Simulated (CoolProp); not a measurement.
A simple Rankine cycle with isohexane: condensing at 299.15 K, boiler at 0.187 MPa, turbine inlet 394.1 K, turbine efficiency 0.7, pump efficiency 0.7, no recuperator. Each further row changes one setting.

The numbers come from the reference Helmholtz-energy equation of state, Lemmon 2006 in CoolProp. It is a short technical equation, of lower accuracy than the large ones.

| case | thermal efficiency (%) | net work (kJ/kg) | heat in (kJ/kg) | turbine exit temperature (K) | volume ratio over the turbine |
|---|---|---|---|---|---|
| as stated | 8.7 | 45.5 | 521 | 369.1 | … |
| turbine inlet 414.1 K | 8.5 | 48.1 | 564 | 389.2 | 6.18 |
| condensing temperature 291.15 K | … | … | 538 | 364.8 | 8.63 |
| boiler pressure 0.131 MPa | 7.1 | 37.4 | 523 | 374.2 | 4.34 |
| turbine efficiency 0.6 | 7.5 | 38.9 | 521 | 372.3 | 6.26 |

Q: What belongs in the gaps?

A: 
- as stated, volume ratio over the turbine: 6.20
- condensing temperature 291.15 K, thermal efficiency (%): 9.9
- condensing temperature 291.15 K, net work (kJ/kg): 53.5
